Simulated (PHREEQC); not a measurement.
PHREEQC input (ion-association model, wateq4f.dat):

```
SOLUTION_MASTER_SPECIES
  An  An-  0  An  62.0  # stands for a non-complexing anion
SOLUTION_SPECIES
  An- = An-
    -log_k 0
    -gamma 3.0 0
PHASES
  Fix_H+
    H+ = H+
    -log_k 0
SOLUTION 1
  temp 25
  units mmol/kgw
  pH 7 charge
  Cl 0.0013
  Sr 0.00065
  B 0.00052
  Na 10
  An 10
END
SELECTED_OUTPUT 1
  -reset false
  -pH true
  -pe true
  -ionic_strength true
  -water true
  -totals B Cl Na Sr
  -molalities Hfo_wOH Hfo_wOH2+ Hfo_wO- Hfo_sOH Hfo_sOH2+ Hfo_sO- Hfo_sOHSr+2 Hfo_wOSr+ Hfo_wOSrOH Hfo_wH2BO3
  -saturation_indices Halite
USER_PUNCH 1
  -headings sigma psi
  10 PUNCH EDL("sigma", "Hfo"), EDL("psi", "Hfo")
PRINT
  -reset false
USE solution 1
SURFACE 1
  Hfo_wOH 5.39326e-05 600 0.024
  Hfo_sOH 1.34831e-06
EQUILIBRIUM_PHASES 1
  Fix_H+ -4 HAn 10
    -force_equality true
  O2(g) -0.68 10
END
# ... the last block is repeated for the other 16 points of pH, with NaOH or the acid as the point needs
```

Selected output (columns that matter, 17 of 17 rows; pH added in front):

```
pH	mu	B	Na	Sr	m_Hfo_wOH	m_Hfo_wOH2+	m_Hfo_wO-	m_Hfo_sOH	m_Hfo_sOH2+	m_Hfo_sO-	m_Hfo_sOHSr+2	si_Halite	sigma	psi
4	0.010128	5.1995e-07	0.01	6.5e-07	2.1819e-05	3.1771e-05	3.4326e-07	5.4546e-07	7.9427e-07	8.5815e-09	1.3565e-14	-9.5585	0.21586	0.18497
4.5	0.010049	5.1994e-07	0.01	6.5e-07	2.903e-05	2.4101e-05	8.0107e-07	7.2576e-07	6.0252e-07	2.0027e-08	5.8745e-14	-9.5582	0.16003	0.16983
5	0.010021	5.1993e-07	0.01	6.5e-07	3.4437e-05	1.7986e-05	1.5105e-06	8.6091e-07	4.4964e-07	3.7762e-08	2.7592e-13	-9.5581	0.11316	0.15215
5.5	0.010011	5.1992e-07	0.01	6.5e-07	3.7928e-05	1.3577e-05	2.4273e-06	9.482e-07	3.3943e-07	6.0681e-08	1.4278e-12	-9.558	0.076583	0.13228
6	0.010007	5.1991e-07	0.01	6.4999e-07	3.9875e-05	1.0632e-05	3.426e-06	9.9686e-07	2.658e-07	8.5648e-08	8.3287e-12	-9.558	0.049494	0.11027
6.5	0.010005	5.1991e-07	0.01	6.4994e-07	4.0812e-05	8.7684e-06	4.3517e-06	1.0203e-06	2.192e-07	1.0879e-07	5.5345e-11	-9.558	0.030337	0.086242
7	0.010003	5.1991e-07	0.01	6.4958e-07	4.1208e-05	7.6174e-06	5.1069e-06	1.0299e-06	1.9038e-07	1.2763e-07	4.1333e-10	-9.558	0.017248	0.060527
7.5	0.010003	5.1991e-07	0.01	6.4662e-07	4.1357e-05	6.8847e-06	5.6912e-06	1.0314e-06	1.7169e-07	1.4193e-07	3.3418e-09	-9.558	0.0082424	0.03364
8	0.010003	5.1992e-07	0.010001	6.2282e-07	4.1399e-05	6.3434e-06	6.1896e-06	1.0144e-06	1.5543e-07	1.5166e-07	2.682e-08	-9.5579	0.0014174	0.006192
8.5	0.010006	5.1993e-07	0.010005	4.9008e-07	4.1366e-05	5.7676e-06	6.7966e-06	9.135e-07	1.2737e-07	1.5009e-07	1.5736e-07	-9.5578	-0.0049215	-0.020962
9	0.010014	5.1995e-07	0.010014	2.1901e-07	4.1178e-05	5.0457e-06	7.6986e-06	7.0817e-07	8.6775e-08	1.324e-07	4.2097e-07	-9.5574	-0.012374	-0.047222
9.5	0.010039	5.1997e-07	0.01004	4.9662e-08	4.0766e-05	4.3061e-06	8.8411e-06	5.8024e-07	6.1291e-08	1.2584e-07	5.8094e-07	-9.5564	-0.022906	-0.072986
10	0.010116	5.1999e-07	0.010119	8.1771e-09	3.9962e-05	3.5041e-06	1.044e-05	5.4298e-07	4.7611e-08	1.4186e-07	6.1586e-07	-9.5533	-0.038685	-0.097781
10.5	0.010359	5.2e-07	0.010363	1.4326e-09	3.8334e-05	2.5956e-06	1.2969e-05	5.2153e-07	3.5313e-08	1.7645e-07	6.1502e-07	-9.5439	-0.061994	-0.12072
11	0.011127	5.2e-07	0.011134	3.1298e-10	3.5188e-05	1.6654e-06	1.7033e-05	4.865e-07	2.3025e-08	2.3549e-07	6.033e-07	-9.5156	-0.096003	-0.14109
11.5	0.013583	5.2e-07	0.013594	1.0004e-10	2.9396e-05	8.3784e-07	2.3627e-05	4.2025e-07	1.1978e-08	3.3778e-07	5.783e-07	-9.4375	-0.14667	-0.15764
12	0.021614	5.2e-07	0.021631	6.7513e-11	1.9422e-05	2.5321e-07	3.4127e-05	2.9946e-07	3.9041e-09	5.262e-07	5.1875e-07	-9.258	-0.22266	-0.16713
```

Species that the database lacks are ignored.
